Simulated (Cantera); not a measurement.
A perfectly stirred reactor is fed with C2H6 : H2 = 1 : 11 (molar parts), at 0.00720 bar; it is held at 1200 K, and followed from long to short residence time.

Detailed kinetics in Cantera: GRI-Mech 3.0 (53 species, 325 reactions). GRI-Mech 3.0 stops at C3 and has no aromatics, soot or wall deposition, so with more carbon than oxygen in the feed, carbon stays in small species such as C2H2 where larger ones or solid carbon would form. Radical loss at walls, strong at low pressure, is not modelled.

Question: Predict: x(C2H6) at τ = 12.0 s; x(H2) at τ = 12.0 s; x(C2H4) at τ = 12.0 s; x(CH3) at τ = 12.0 s; x(C2H2) at τ = 12.0 s; x(C2H6) at τ = 37.0 ms; x(H2) at τ = 37.0 ms; x(C2H4) at τ = 37.0 ms; x(CH3) at τ = 37.0 ms; x(C2H2) at τ = 37.0 ms.

Answer: 
| Property | Value |
|---|---|
| x(C2H6) at τ = 12.0 s | 0.00110 |
| x(H2) at τ = 12.0 s | 0.909 |
| x(C2H4) at τ = 12.0 s | 0.0219 |
| x(CH3) at τ = 12.0 s | 1.91e-5 |
| x(C2H2) at τ = 12.0 s | 0.0370 |
| x(C2H6) at τ = 37.0 ms | 0.0618 |
| x(H2) at τ = 37.0 ms | 0.913 |
| x(C2H4) at τ = 37.0 ms | 0.0149 |
| x(CH3) at τ = 37.0 ms | 0.000116 |
| x(C2H2) at τ = 37.0 ms | 0.000145 |
